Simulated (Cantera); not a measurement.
An isothermal, constant-pressure homogeneous reactor starts with 6.67 % H₂, 6.67 % O₂, 86.7 % N₂, at 900 K and 0.133 bar.

Detailed kinetics in Cantera: the H2/O2 subset of GRI-Mech 3.0, which has no nitrogen chemistry. Radical loss at walls, strong at low pressure, is not modelled. Below about 950 K walls govern HO2 and H2O2 in real vessels. The temperature is held fixed by assumption; the heat of reaction is taken as removed at once.

x: mole fraction; the columns are a selection and need not sum to one.

| t (s) | x H₂ | x O₂ | x HO₂ | x H | x H₂O₂ |
|---|---|---|---|---|---|
| 1.00e-6 | 0.0667 | 0.0667 | <1e-12 | <1e-12 | <1e-12 |
| 6.76e-6 | 0.0667 | 0.0667 | <1e-12 | <1e-12 | <1e-12 |
| 4.57e-5 | 0.0667 | 0.0667 | <1e-12 | <1e-12 | <1e-12 |
| 0.000309 | 0.0667 | 0.0667 | 7.68e-12 | 7.92e-12 | <1e-12 |
| 0.00209 | 0.0667 | 0.0667 | 7.39e-10 | 1.56e-9 | <1e-12 |
| 0.0141 | 0.00244 | 0.0356 | ___ | 0.000348 | 4.64e-7 |
| 0.0956 | 0.000244 | 0.0346 | ___ | 1.28e-6 | 3.13e-7 |
| 0.647 | 2.56e-5 | 0.0345 | ___ | 2.80e-8 | 9.96e-8 |
| 4.37 | 4.08e-7 | 0.0345 | ___ | 1.47e-10 | 3.09e-9 |
| 29.6 | 3.98e-10 | 0.0345 | 1.47e-10 | <1e-12 | 3.57e-10 |
| 200 | 3.35e-11 | 0.0345 | 2.36e-11 | <1e-12 | 5.17e-11 |

Q: Some entries are withheld; supply them.

A: 
- 0.0141, x HO₂: 5.91e-6
- 0.0956, x HO₂: 2.33e-6
- 0.647, x HO₂: 4.82e-7
- 4.37, x HO₂: 1.05e-8
